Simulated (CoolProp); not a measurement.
Properties of R245ca along the isotherm 450 K (Tc = 447.6 K, pc = 3941 kPa, ω = 0.355).

Computed with CoolProp (reference Helmholtz-energy equation of state, Zhou 2016).

```
p (kPa)          phase       Z  cp (kJ/(kg K))  cv (kJ/(kg K))  Joule-Thomson coefficient (K/MPa)  fugacity coefficient
-------  -------------  ------  --------------  --------------  ---------------------------------  --------------------
833                gas  0.9238           1.209             ___                              8.126                0.9281
1670               gas  0.8385           1.285             ___                              9.221                0.8580
2500               gas  0.7381           1.431           1.168                              10.89                0.7894
3330               gas  0.6039           1.865           1.214                              13.71                0.7199
4170     supercritical  0.2330           8.257           1.301                              9.505                0.6409
5000     supercritical  0.2217           2.421           1.225                              2.925                0.5561
5830     supercritical  0.2429           2.064           1.213                              1.849                0.4942
6670     supercritical  0.2675           1.912           1.206                              1.342                0.4470
7500     supercritical  0.2925             ___             ___                              1.043                0.4108
8330     supercritical  0.3179           1.768           1.199                             0.8405                0.3819
9170     supercritical  0.3435           1.726           1.197                             0.6910                0.3581
10000    supercritical  0.3689           1.694           1.195                             0.5779                0.3387
```

Question: Some entries are withheld; supply them.

Answer: 
- 833, cv (kJ/(kg K)): 1.118
- 1670, cv (kJ/(kg K)): 1.139
- 7500, cp (kJ/(kg K)): 1.826
- 7500, cv (kJ/(kg K)): 1.202

The peak of cp marks the crossing from liquid-like to gas-like fluid above the critical point.
